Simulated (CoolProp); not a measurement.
CH3F (R41) at 293.15 K and 7.91 MPa is throttled through a valve to 4.7 MPa with no heat exchange. Each further row changes one setting.

Computed with CoolProp (reference Helmholtz-energy equation of state, Lemmon 2006). It is a short technical equation, of lower accuracy than the large ones.

| case | temperature change (K) | final phase | final density (kg/m³) |
|---|---|---|---|
| as stated | -1.7 | liquid | [?] |
| outlet pressure 1.41 MPa | -33.0 | [?] | [?] |
| outlet pressure 6.11 MPa | -0.9 | liquid | [?] |

Task: What belongs in the gaps?

Result: 
- as stated, final density (kg/m³): 622
- outlet pressure 1.41 MPa, final phase: two-phase, vapour fraction 0.217
- outlet pressure 1.41 MPa, final density (kg/m³): 115
- outlet pressure 6.11 MPa, final density (kg/m³): 631
